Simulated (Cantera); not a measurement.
Cantera with NASA thermochemical tables; ideal gases at 1 bar, condensed phases pure. Values are per mole of reaction as written; species without (g) are pure solids or liquids, kept so even where they would boil at 1 bar.

12 F(g) + Si₃N₄ → 4 NF₃(g) + 3 Si

| T (K) | ΔH° (kJ) | ΔS° (J/K) | ΔG° (kJ) | log10 K |
|---|---|---|---|---|
| 673 | [?] | [?] | [?] | [?] |
| 773 | -755.6 | -966.3 | -8.6 | 0.58 |
| 873 | -757.2 | -968.3 | 88.1 | -5.27 |
| 973 | -758.6 | -969.9 | 185.0 | -9.93 |
| 1073 | -759.9 | -971.1 | 282.1 | -13.73 |
| 1173 | -761.2 | -972.2 | 379.3 | -16.89 |
| 1273 | -762.4 | -973.2 | 476.5 | -19.55 |
| 1373 | [?] | [?] | [?] | [?] |
| 1473 | -764.6 | -974.9 | 671.3 | -23.81 |

Some entries are withheld; supply them.


- 673, ΔH° (kJ): -753.6
- 673, ΔS° (J/K): -963.6
- 673, ΔG° (kJ): -105.1
- 673, log10 K: 8.16
- 1373, ΔH° (kJ): -763.6
- 1373, ΔS° (J/K): -974.1
- 1373, ΔG° (kJ): 573.9
- 1373, log10 K: -21.83
